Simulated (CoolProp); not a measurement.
A simple Rankine cycle with R21: condensing at 312.15 K, boiler at 0.812 MPa, turbine inlet 365.9 K, turbine efficiency 0.65, pump efficiency 0.7, no recuperator. Each further row changes one setting.

Model: reference Helmholtz-energy equation of state, Platzer 1990, in CoolProp. This equation is an older, rougher fit; its heat capacities, sound speeds and derivatives of the liquid may be far off and weren't checked against measurements.

| case | thermal efficiency (%) | net work (kJ/kg) | heat in (kJ/kg) | turbine exit temperature (K) | volume ratio over the turbine |
|---|---|---|---|---|---|
| as stated | 6.5 | 16.3 | 249 | 328.4 | 2.72 |
| turbine inlet 385.9 K | 6.7 | 17.6 | 264 | 348.9 | 2.71 |
| condensing temperature 304.15 K | 7.8 | 20.0 | 258 | 320.6 | 3.46 |
| boiler pressure 0.568 MPa | 4.5 | 11.4 | 254 | 342.3 | 1.92 |
| turbine efficiency 0.55 | 5.5 | 13.7 | 249 | 332.3 | 2.76 |
